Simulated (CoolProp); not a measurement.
Water along the isotherm 596.8 K: fugacity coefficient from the reference equation and from simpler models built on Tc = 647.1 K, pc = 22.06 MPa, ω = 0.344; each cubic takes its own stable root.

Model: reference Helmholtz-energy equation of state, Wagner 2002, in CoolProp.

| p (MPa) | phase | reference | van der Waals | Redlich-Kwong | Soave-Redlich-Kwong |
|---|---|---|---|---|---|
| 0.105 | gas | 0.9978 | 0.9983 | 0.9980 | 0.9979 |
| 0.215 | gas | 0.9956 | 0.9965 | 0.9958 | 0.9956 |
| 0.441 | gas | 0.9910 | 0.9928 | 0.9914 | 0.9910 |
| 0.906 | gas | 0.9814 | 0.9852 | 0.9824 | 0.9816 |
| 1.86 | gas | 0.9618 | 0.9697 | 0.9640 | 0.9623 |
| 3.82 | gas | 0.9210 | 0.9378 | 0.9264 | 0.9230 |
| 7.85 | gas | 0.8355 | 0.8722 | 0.8500 | 0.8428 |
| 16.1 | liquid | 0.5615 | 0.7268 | 0.6431 | 0.5888 |
| 33.1 | liquid | 0.2986 | 0.4237 | 0.3588 | 0.3263 |
